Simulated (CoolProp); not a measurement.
Values from CoolProp's reference Helmholtz-energy equation of state, Leachman 2009.

Q: For normal hydrogen, give the phase and the cp (kJ/(kg K)), cv (kJ/(kg K)), viscosity (µPa s), conductivity (mW/(m K)) at -110.05 °C and 1.01 bar.

A: 
- -110.05 °C and 1.01 bar: gas; cp 12.9, cv 8.77, viscosity 5.85, conductivity 110

Viscosity comes from a separate model (Muzny 2013). Thermal conductivity comes from a separate model (Assael 2011).
